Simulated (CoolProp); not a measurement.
Saturation properties of hexamethyldisiloxane (MM) (Tc = 245.6 °C, pc = 19.31 bar, ω = 0.418).

Model: reference Helmholtz-energy equation of state, Thol 2016, in CoolProp.

```csv
T (°C),p (bar),liquid density (kg/m³),vapour density (kg/m³),enthalpy of vaporisation (kJ/kg),liquid cp (kJ/(kg K))
129.25,2.175,638.4,11.84,176.6,2.210
137.95,2.674,626.6,14.53,171.3,2.240
146.65,3.257,614.4,17.71,165.7,2.273
155.25,3.922,601.8,21.42,159.9,2.307
163.95,4.696,588.4,25.85,153.7,2.344
172.65,5.580,574.4,31.08,147.1,2.385
181.35,6.585,559.4,37.29,139.9,2.431
189.95,7.710,543.6,44.62,132.3,2.485
198.65,8.994,526.1,53.58,123.8,2.551
```

It boils at 100.5 °C under 1 atm.
